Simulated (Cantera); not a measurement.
What does this Cantera script print?

```python
import numpy as np
import cantera as ct

gas = ct.Solution("gri30.yaml")
gas.TPX = 675, 320000, {'CH4': 1, 'H2': 0.61, 'O2': 2.56, 'N2': 10.5, 'H2O': 1.4}
inlet = ct.Reservoir(gas, clone=True)
gas.equilibrate("HP")  # start burning
reactor = ct.IdealGasConstPressureReactor(gas, energy="on", clone=False)
exhaust = ct.Reservoir(gas, clone=True)
tau = [0.039, 0.02, 0.011, 0.0056, 0.0029, 0.0015, 0.00079, 0.00041, 0.00022, 0.00011, 5.9e-05, 3.1e-05, 1.6e-05][0]
for a, b in ((inlet, reactor), (reactor, exhaust)):
    ct.MassFlowController(a, b, mdot=lambda t: reactor.mass / tau)
net = ct.ReactorNet([reactor])
show = ['CH4', 'H2', 'O2', 'H2O', 'HO2']

rows = []
print(f"{'tau/s':>10s}{'T/K':>9s}" + "".join(f"{s:>11s}" for s in show))
for tau in [0.039, 0.02, 0.011, 0.0056, 0.0029, 0.0015, 0.00079, 0.00041, 0.00022, 0.00011, 5.9e-05, 3.1e-05, 1.6e-05]:
    net.initial_time = 0.0
    net.advance(30 * tau)
    before = gas.X
    net.advance(40 * tau)
    drift = np.max(np.abs(gas.X - before) / (gas.X + 1e-9))
    rows.append([gas.T, *gas[show].X, drift])
    print(f"{tau:10.3e}{gas.T:9.1f}" + "".join(f"{x:11.3e}" for x in gas[show].X))
```

Output:

```
     tau/s      T/K        CH4         H2         O2        H2O        HO2
 3.900e-02   2191.4  3.106e-06  1.417e-03  1.656e-02  2.506e-01  1.983e-06
 2.000e-02   2188.4  5.649e-06  1.579e-03  1.684e-02  2.502e-01  2.145e-06
 1.100e-02   2183.4  9.373e-06  1.822e-03  1.714e-02  2.498e-01  2.390e-06
 5.600e-03   2174.2  1.599e-05  2.260e-03  1.763e-02  2.489e-01  2.867e-06
 2.900e-03   2160.6  2.603e-05  2.907e-03  1.830e-02  2.477e-01  3.661e-06
 1.500e-03   2141.2  4.162e-05  3.817e-03  1.926e-02  2.459e-01  4.964e-06
 7.900e-04   2116.2  6.545e-05  4.980e-03  2.050e-02  2.438e-01  6.949e-06
 4.100e-04   2083.3  1.051e-04  6.461e-03  2.216e-02  2.409e-01  1.003e-05
 2.200e-04   2044.7  1.688e-04  8.119e-03  2.418e-02  2.378e-01  1.434e-05
 1.100e-04   1992.2  3.001e-04  1.020e-02  2.712e-02  2.337e-01  2.147e-05
 5.900e-05   1934.2  5.438e-04  1.223e-02  3.082e-02  2.296e-01  3.138e-05
 3.100e-05   1854.3  1.213e-03  1.470e-02  3.729e-02  2.245e-01  5.064e-05
 1.600e-05    675.0  6.223e-02  3.796e-02  1.593e-01  8.712e-02  1.200e-15
```

Computed with Cantera and GRI-Mech 3.0 (53 species, 325 reactions).
